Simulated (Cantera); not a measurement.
# Stirred combustor or abatement burner

A perfectly stirred reactor is fed with 5.79 % CH4, 1.80 % C2H6, 19.4 % O2, 73.0 % N2, equivalence ratio 0.92, at 1.00 atm; it is adiabatic with a 425 K inlet, and is followed from long to short residence time, starting on the burning branch (τ in s: 0.056, 0.02, 0.0068, 0.0024, 0.00084, 0.00029, 0.0001, 3.6e-05, 1.3e-05).

Model: GRI-Mech 3.0 (53 species, 325 reactions), integrated in Cantera.

```
τ (s)    T (K)     x CH4   x C2H6    x O2       x O       x H    x N2O   x H2O2
-------  -----  --------  -------  ------  --------  --------  -------  -------
0.056     2225   3.22e-6  1.28e-7  0.0180  0.000630  0.000482  2.14e-7  8.70e-8
0.020     2201   7.20e-6  3.41e-7  0.0193  0.000882  0.000761  2.11e-7  9.70e-8
0.0068    2155   1.57e-5  9.20e-7  0.0215   0.00141   0.00143  1.97e-7  1.21e-7
0.0024    2093   3.34e-5  2.30e-6  0.0243   0.00223   0.00266  1.75e-7  1.63e-7
0.00084   2016   7.66e-5  5.74e-6  0.0276   0.00331   0.00461  1.54e-7  2.31e-7
0.00029   1928  0.000200  1.54e-5  0.0319   0.00434   0.00697  1.36e-7  3.35e-7
0.00010   1822  0.000683  5.20e-5  0.0398   0.00428   0.00798  1.16e-7  4.94e-7
3.6e-5     425    0.0579   0.0180   0.194    <1e-12    <1e-12   <1e-12   <1e-12
1.3e-5     425    0.0579   0.0180   0.194    <1e-12    <1e-12   <1e-12   <1e-12
```
x: mole fraction; the columns are a selection and need not sum to one.
